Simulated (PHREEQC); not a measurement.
Solution (20 °C): 0.11 mol KOH and 6.2e-05 mol H4SiO4 per kg of water. Closed to the air; pH follows from the charge balance.

Equilibrium calculation in PHREEQC: ion-association model, phreeqc.dat.

No solid was allowed to form.

Task: What pH does the model give?

Result: pH 13.09.

Task: In which forms is Si present?

Result: H2SiO4-2 54 %, H3SiO4- 45 % of the Si.
